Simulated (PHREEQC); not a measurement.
Consider water at 12 °C with 0.028 mol CdSO4, 0.03 mol KCl and 0.2 mol MnSO4 per kg of water. Closed to the air; pH follows from the charge balance.

Equilibrium calculation in PHREEQC: ion-association model, wateq4f.dat.

No solid was allowed to form.

Order these S species by the share of S that they hold, largest first: KSO4-, Cd(SO4)2-2, CdSO4, SO4-2, MnSO4.

SO4-2 (49 %), MnSO4 (36 %), Cd(SO4)2-2 (8.6 %), CdSO4 (4.1 %), KSO4- (1.4 %)

Order these Mn species by the share of Mn that they hold, largest first: MnCl+, MnSO4, Mn+2.

Mn+2 (57 %), MnSO4 (42 %), MnCl+ (1.3 %)

The pH is 6.28 and the ionic strength 0.515 mol/kgw. At this temperature some constants are extrapolated from 25 °C, and those without enthalpy data are left unchanged.
